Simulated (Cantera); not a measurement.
CHF3 + HCl + H2 (fluorocarbon and chlorocarbon gases)

Feed: 1 mol CHF3, 1.6 mol HCl, 7.5 mol H2, equilibrated at 0.240 bar.

These are equilibrium values from Cantera (NASA tables, ideal gas, pure condensed phases), not measurements of a reactor. Candidate condensed phases: C, C6H6, C7H8, C8H18; 118 gas species. The tables' values for CCl are old estimates; treat these amounts as uncertain. Rates play no part.

From 752 °C to 2752 °C the condensed part is C(graphite). From 2952 °C to 3152 °C nothing is condensed. The main C-bearing gas is CH4 at 752 °C and C3 at 3152 °C.

```
T (°C)   x H2       x H   x HF   x HCl      x Cl  x C2H2 (acetylene)      x C3  n C(graphite)
------  -----  --------  -----  ------  --------  ------------------  --------  -------------
752     0.577   6.76e-9  0.272   0.145   1.56e-9             1.27e-9    <1e-12          0.935
952     0.584   4.86e-7  0.271   0.144   1.03e-7             9.48e-8    <1e-12          0.988
1152    0.585   1.07e-5  0.270   0.144   2.15e-6             2.06e-6    <1e-12          0.997
1352    0.585  0.000110  0.270   0.144   2.14e-5             2.08e-5    <1e-12          0.998
1552    0.585  0.000687  0.270   0.144  0.000129            0.000126  1.01e-12          0.997
1752    0.583   0.00300  0.270   0.143  0.000548            0.000527  2.12e-10          0.988
1952    0.576    0.0100  0.269   0.142   0.00179             0.00169   1.66e-8          0.962
2152    0.560    0.0274  0.266   0.137   0.00476             0.00438   6.21e-7          0.900
2352    0.528    0.0630  0.260   0.128    0.0107             0.00943   1.32e-5          0.775
2552    0.473     0.125  0.250   0.113    0.0206              0.0171  0.000178          0.552
2752    0.390     0.217  0.234  0.0909    0.0344              0.0261   0.00169          0.146
2952    0.301     0.336  0.213  0.0654    0.0492              0.0197   0.00523              0
3152    0.209     0.464  0.188  0.0418    0.0616             0.00931   0.00808              0
```
x: gas mole fraction; n: condensed amount in mol.
